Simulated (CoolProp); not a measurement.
Carbon monoxide at 303.57 K and 1.59 MPa is throttled through a valve to 0.768 MPa with no heat exchange. Each further row changes one setting.

The numbers come from the reference Helmholtz-energy equation of state, Lemmon 2006 in CoolProp. It is a short technical equation, of lower accuracy than the large ones.

```csv
case,temperature change (K),final density (kg/m³)
as stated,-1.9,8.60
outlet pressure 0.23 MPa,-3.3,2.58
outlet pressure 0.998 MPa,-1.4,11.2
```
